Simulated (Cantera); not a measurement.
# Equilibrium for fluorocarbon and chlorocarbon gases: c-C₄F₈ + CH₄

Feed: 1 mol c-C₄F₈, 0.2 mol CH₄, held at 1425 °C.

Cantera equilibrium calculation (NASA polynomials, part measured and part estimated; ideal gas, pure solids and liquids). Candidate condensed phases: C, C₆H₆, C₇H₈, C₈H₁₈; 95 gas species. The feed counts by its element totals alone. Gases not in the tables: C₂F₆ and larger saturated fluorocarbons. Rates play no part.

From 0.00750 Torr to 750 Torr the condensed part is C(graphite). The main C-bearing gas is CF₄ throughout.

| P (Pa) | log p CF₄ | log p HF | log p F | log p CF₂ | log p CF₃ | log p CF | log p CHF₃ | log p H₂F₂ | n C(graphite) |
|---|---|---|---|---|---|---|---|---|---|
| 1 | -5.35 | -5.61 | -5.76 | -5.91 | -7.59 | -8.86 | -12.46 | -16.21 | 2.34 |
| 5.20 | -4.51 | -4.83 | -5.55 | -5.49 | -6.97 | -8.65 | -11.26 | -14.65 | 2.35 |
| 27 | -3.75 | -4.09 | -5.36 | -5.11 | -6.40 | -8.46 | -10.15 | -13.18 | 2.37 |
| 140 | -3.02 | -3.37 | -5.17 | -4.75 | -5.85 | -8.28 | -9.06 | -11.74 | 2.39 |
| 720 | -2.31 | -2.66 | -5.00 | -4.39 | -5.31 | -8.10 | -7.99 | -10.31 | 2.39 |
| 3700 | -1.59 | -1.94 | -4.82 | -4.03 | -4.78 | -7.92 | -6.92 | -8.88 | 2.40 |
| 19000 | -0.88 | -1.23 | -4.64 | -3.68 | -4.25 | -7.74 | -5.85 | -7.46 | 2.40 |
| 100000 | -0.16 | -0.51 | -4.46 | -3.32 | -3.70 | -7.56 | -4.77 | -6.02 | 2.40 |
log p: log10 of the partial pressure in bar; n: condensed amount in mol.
